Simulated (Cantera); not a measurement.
Feed: 1 mol H2O, 0.26 mol SO2, at 1330 Pa.

Equilibrium computed with Cantera from the NASA thermochemical tables; the gas is ideal and each condensed phase is pure. Candidate condensed phases: H2O, H2SO4, S; 19 gas species. The numbers say what is thermodynamically allowed, not how fast it happens.

### Question
At 1777 °C, list the 5 most abundant gas species with their mole fractions, and the condensed phases.

### Answer
H2O 0.747, SO2 0.199, H2 0.0247, O2 0.0119, OH 0.0102. Condensed: gas only.
